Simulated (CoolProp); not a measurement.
Properties of nitrous oxide along the isobar 34.6 MPa.

The numbers come from the reference Helmholtz-energy equation of state, Lemmon 2006 in CoolProp. It is a short technical equation, of lower accuracy than the large ones.

```json
[
 {"T (K)": "278.9", "phase": "liquid", "density (kg/m³)": "1022", "cp (kJ/(kg K))": "1.714", "isothermal compressibility (1/MPa)": "0.002737", "fugacity coefficient": "0.1466"},
 {"T (K)": "299.7", "phase": "liquid", "density (kg/m³)": "960.5", "cp (kJ/(kg K))": "1.751", "isothermal compressibility (1/MPa)": "0.003726", "fugacity coefficient": "0.2094"},
 {"T (K)": "320.4", "phase": "supercritical", "density (kg/m³)": "896.0", "cp (kJ/(kg K))": "1.791", "isothermal compressibility (1/MPa)": "0.005136", "fugacity coefficient": "0.2792"},
 {"T (K)": "341.2", "phase": "supercritical", "density (kg/m³)": "828.4", "cp (kJ/(kg K))": "1.828", "isothermal compressibility (1/MPa)": "0.007135", "fugacity coefficient": "0.3534"},
 {"T (K)": "361.9", "phase": "supercritical", "density (kg/m³)": "759.4", "cp (kJ/(kg K))": "1.853", "isothermal compressibility (1/MPa)": "0.009799", "fugacity coefficient": "0.4277"},
 {"T (K)": "382.7", "phase": "supercritical", "density (kg/m³)": "690.6", "cp (kJ/(kg K))": "1.851", "isothermal compressibility (1/MPa)": "0.01303", "fugacity coefficient": "0.4999"},
 {"T (K)": "403.4", "phase": "supercritical", "density (kg/m³)": "625.8", "cp (kJ/(kg K))": "1.817", "isothermal compressibility (1/MPa)": "0.01638", "fugacity coefficient": "0.5670"},
 {"T (K)": "424.2", "phase": "supercritical", "density (kg/m³)": "567.0", "cp (kJ/(kg K))": "1.757", "isothermal compressibility (1/MPa)": "0.01937", "fugacity coefficient": "0.6284"},
 {"T (K)": "445", "phase": "supercritical", "density (kg/m³)": "516.0", "cp (kJ/(kg K))": "1.685", "isothermal compressibility (1/MPa)": "0.02169", "fugacity coefficient": "0.6835"}
]
```
